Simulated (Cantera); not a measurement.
Feed: 1 mol Si2H6, 0.048 mol HCl, 33 mol N2, at 850 K and 0.620 bar.

These are equilibrium values from Cantera (NASA tables, ideal gas, pure condensed phases), not measurements of a reactor. Candidate condensed phases: NH4Cl, Si, Si3N4; 28 gas species. The feed counts by its element totals alone. N2 is the only nitrogen source here; it is nearly inert below about 1500 K, so the nitride shown seldom forms there in practice. Equilibrium is a limit: real reactors are often held back by kinetics, nucleation or transport.

Base state: N2 0.912, H2 0.0864, HCl 0.00138, NH3 2.79e-5 (mole fractions); condensed: Si3N4(s).

**Question.** What changes in the equilibrium state with this change: Si2H6 replaced by SiH4?

**Answer.** 
```json
[
 {"species": "N2", "before": "0.912", "after": "0.940"},
 {"species": "H2", "before": "0.0864", "after": "0.0581"},
 {"species": "HCl", "before": "0.00138", "after": "0.00140"},
 {"species": "NH3", "before": "2.79e-5", "after": "1.56e-5"},
 {"species": "Si3N4(s), mol", "before": "0.667", "after": "0.333"}
]
```
